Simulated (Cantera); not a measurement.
A freely propagating, adiabatic, planar premixed flame of 38.5 % H2, 9.62 % O2, 36.2 % N2, 15.8 % H2O, equivalence ratio 2.0, unburnt at 548 K and 1.00 bar; unity-Lewis-number transport, grid criteria slope 0.08 and curve 0.16, no radiation.

Model: the H2/O2 subset of GRI-Mech 3.0, which has no nitrogen chemistry, integrated in Cantera. Unity Lewis numbers drop preferential diffusion, which matters most where H2 and H carry the flame. Burning velocities carry a grid error of a few per cent, more on coarse grids.

x: mole fraction of selected species; z is measured from the peak of heat release.

| z (mm) | T (K) | u (m/s) | x H2 | x O2 | x H2O | x O | x HO2 | x OH |
|---|---|---|---|---|---|---|---|---|
| -1.07 | 548 | 3.31 | 0.385 | 0.0962 | 0.158 | <1e-8 | 1.98e-8 | <1e-8 |
| -0.711 | 548 | 3.31 | 0.385 | 0.0961 | 0.158 | <1e-8 | 2.84e-7 | <1e-8 |
| -0.533 | 549 | 3.32 | 0.385 | 0.0961 | 0.158 | <1e-8 | 2.16e-6 | <1e-8 |
| -0.355 | 553 | 3.34 | 0.384 | 0.0959 | 0.158 | 8.03e-8 | 1.48e-5 | <1e-8 |
| -0.178 | 639 | 3.84 | 0.375 | 0.0906 | 0.170 | 1.09e-5 | 0.000245 | 1.69e-5 |
| -0.0888 | ___ | 5.24 | ___ | ___ | ___ | ___ | ___ | ___ |
| 0 | 1217 | 7.04 | 0.275 | 0.0420 | 0.279 | 0.00110 | 7.52e-5 | 0.00111 |
| 0.0888 | 1434 | 8.17 | 0.213 | 0.0149 | 0.337 | 0.00152 | 2.18e-5 | 0.00265 |
| 0.178 | 1545 | 8.73 | 0.191 | 0.00452 | 0.360 | 0.00116 | 6.04e-6 | 0.00359 |
| 0.355 | 1652 | 9.26 | 0.190 | 0.000904 | 0.371 | 0.000731 | 1.19e-6 | 0.00384 |
| 0.711 | 1745 | 9.70 | 0.197 | 0.000351 | 0.376 | 0.000396 | 4.90e-7 | 0.00330 |
| 1.42 | 1819 | 10.0 | 0.203 | 0.000152 | 0.380 | 0.000177 | 2.29e-7 | 0.00245 |
| 2.84 | 1870 | 10.3 | 0.207 | ___ | 0.383 | ___ | ___ | ___ |

**Question.** Complete the blanks.

**Answer.** 
- -0.0888, T (K): 886
- -0.0888, x H2: 0.344
- -0.0888, x O2: 0.0741
- -0.0888, x H2O: 0.209
- -0.0888, x O: 0.000177
- -0.0888, x HO2: 0.000217
- -0.0888, x OH: 0.000296
- 2.84, x O2: 5.73e-5
- 2.84, x O: 6.77e-5
- 2.84, x HO2: 9.56e-8
- 2.84, x OH: 0.00162
